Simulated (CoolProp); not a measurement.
R11 along the isotherm 500 K: fugacity coefficient from the reference equation and from simpler models built on Tc = 471.1 K, pc = 4.408 MPa, ω = 0.189; each cubic takes its own stable root.

The numbers come from the reference Helmholtz-energy equation of state, Jacobsen 1992 in CoolProp.

```json
[
 {"p (MPa)": "2.45", "phase": "gas", "reference": "0.8500"},
 {"p (MPa)": "4.9", "phase": "supercritical", "reference": "0.7018"},
 {"p (MPa)": "7.35", "phase": "supercritical", "reference": "0.5561"},
 {"p (MPa)": "9.79", "phase": "supercritical", "reference": "0.4616"},
 {"p (MPa)": "12.2", "phase": "supercritical", "reference": "0.4046"},
 {"p (MPa)": "14.7", "phase": "supercritical", "reference": "0.3661"},
 {"p (MPa)": "17.1", "phase": "supercritical", "reference": "0.3408"},
 {"p (MPa)": "19.6", "phase": "supercritical", "reference": "0.3222"},
 {"p (MPa)": "22", "phase": "supercritical", "reference": "0.3095"}
]
```

How far does each simpler model (van der Waals, Redlich-Kwong, Soave-Redlich-Kwong) lie from the reference over these 9 states: mean and median of the absolute difference, and the worst?


- van der Waals: mean 7.7 %, median 6.8 %, worst +17.2 % at 500 K and 22 MPa
- Redlich-Kwong: mean 1.6 %, median 1.4 %, worst +3.2 % at 500 K and 22 MPa
- Soave-Redlich-Kwong: mean 3.9 %, median 4.5 %, worst +6.9 % at 500 K and 22 MPa
